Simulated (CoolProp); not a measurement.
Vapour-liquid equilibrium of benzene (1) + m-xylene (2) at 704 kPa; x and y are mole fractions of (1).

The numbers come from the multi-fluid Helmholtz-energy mixture model, Thol 2012 and Zhou 2012; pair parameters Bell 2016 in CoolProp.

```json
[
 {"x": "0.05", "bubble temperature, mixture model (K)": "497.3", "bubble temperature, Raoult's law (K)": "496.6", "y, mixture model": "0.120", "y, Raoult's law": "0.146"},
 {"x": "0.125", "bubble temperature, mixture model (K)": "489.7", "bubble temperature, Raoult's law (K)": "488.2", "y, mixture model": "0.276", "y, Raoult's law": "0.323"},
 {"x": "0.2", "bubble temperature, mixture model (K)": "482.6", "bubble temperature, Raoult's law (K)": "480.8", "y, mixture model": "0.406", "y, Raoult's law": "0.461"},
 {"x": "0.275", "bubble temperature, mixture model (K)": "476.2", "bubble temperature, Raoult's law (K)": "474.1", "y, mixture model": "0.515", "y, Raoult's law": "0.570"},
 {"x": "0.35", "bubble temperature, mixture model (K)": "470.2", "bubble temperature, Raoult's law (K)": "468.1", "y, mixture model": "0.606", "y, Raoult's law": "0.658"},
 {"x": "0.425", "bubble temperature, mixture model (K)": "464.6", "bubble temperature, Raoult's law (K)": "462.6", "y, mixture model": "0.684", "y, Raoult's law": "0.730"},
 {"x": "0.5", "bubble temperature, mixture model (K)": "459.5", "bubble temperature, Raoult's law (K)": "457.6", "y, mixture model": "0.749", "y, Raoult's law": "0.788"},
 {"x": "0.575", "bubble temperature, mixture model (K)": "454.6", "bubble temperature, Raoult's law (K)": "453.0", "y, mixture model": "0.805", "y, Raoult's law": "0.837"},
 {"x": "0.65", "bubble temperature, mixture model (K)": "450.2", "bubble temperature, Raoult's law (K)": "448.8", "y, mixture model": "0.852", "y, Raoult's law": "0.877"},
 {"x": "0.725", "bubble temperature, mixture model (K)": "446.0", "bubble temperature, Raoult's law (K)": "444.9", "y, mixture model": "0.893", "y, Raoult's law": "0.912"},
 {"x": "0.8", "bubble temperature, mixture model (K)": "442.0", "bubble temperature, Raoult's law (K)": "441.2", "y, mixture model": "0.928", "y, Raoult's law": "0.941"},
 {"x": "0.875", "bubble temperature, mixture model (K)": "438.3", "bubble temperature, Raoult's law (K)": "437.8", "y, mixture model": "0.958", "y, Raoult's law": "0.966"},
 {"x": "0.95", "bubble temperature, mixture model (K)": "434.9", "bubble temperature, Raoult's law (K)": "434.7", "y, mixture model": "0.985", "y, Raoult's law": "0.987"}
]
```

The largest gap from Raoult's law is +2.1 K in bubble temperature, at x = 0.35. No azeotrope shows between x = 0.05 and 0.95.

Pair parameters are fitted to limited data, so mixtures are less certain than the pure fluids.
